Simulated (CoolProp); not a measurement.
Values from CoolProp's reference Helmholtz-energy equation of state, Platzer 1990. This equation is an older, rougher fit.

Task: For c-C4F8 (RC318), give the phase and the Joule-Thomson coefficient (K/MPa), viscosity (µPa s), conductivity (mW/(m K)) at 72.95 °C and 0.101 MPa; 169.15 °C and 0.101 MPa.

Result: 
- 72.95 °C and 0.101 MPa: gas; Joule-Thomson coefficient 10.2, viscosity 13.4, conductivity 15.4
- 169.15 °C and 0.101 MPa: gas; Joule-Thomson coefficient 5.22, viscosity 17.0, conductivity 22.1

Viscosity comes from a separate model (Huber 2003), an estimate that may be off by 10 % or more. Thermal conductivity comes from a separate model (Huber 2003), an estimate that may be off by 10 % or more.
